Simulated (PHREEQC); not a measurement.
Consider water at 77 °C with 0.014 mol/kgw H2SeO4, 0.02 mol/kgw H2SO4 and 0.35 mol/kgw CaCl2. Closed to the air; pH follows from the charge balance.

Equilibrium calculation in PHREEQC: ion-association model, wateq4f.dat.

| quantity | before | after |
|---|---|---|
| pH | 1.48 | 1.83 |
| ionic strength (mol/kgw) | 1.08 | 1.08 |
| SI of Portlandite (Ca(OH)2) | -17.64 | -16.92 |

Task: Which change was made?
A. H2SO4 from 0.02 to 0.01 mol/kgw
B. H2SeO4 left out
C. H2SO4 left out
D. temperature from 77 to 40 °C
E. diluted 100-fold with water

Result: C, H2SO4 left out

This is a speciation only: nothing precipitates in the calculation. The ionic strength passes 0.7 mol/kgw, the rough limit of the ion-association models, in every such run. Some of these states are supersaturated (in Gypsum, for instance). Constants without temperature data keep their 25 °C values here.
